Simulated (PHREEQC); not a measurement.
1 kg of water holding 0.026 mol MgSO4 and 0.082 mol MgCl2 is evaporated at 30 °C; the solids stay in contact with the brine. No CO2 enters from the air. The run lets Bischofite, Brucite, Epsomite, Hexahydrite, Kieserite, MgCl2_4H2O precipitate or redissolve, and no other solid.

The series has 24 steps of water left (kg), from 1 to 0.004586.

All values are PHREEQC results (Pitzer model, pitzer.dat), not measurements.

### Question
Which solids form, in which order, and at which step of the series does each first stand?

### Answer
Hexahydrite from water left = 0.02328 kg, last present at water left = 0.02328 kg; Kieserite from water left = 0.01945 kg; Bischofite from water left = 0.01115 kg.
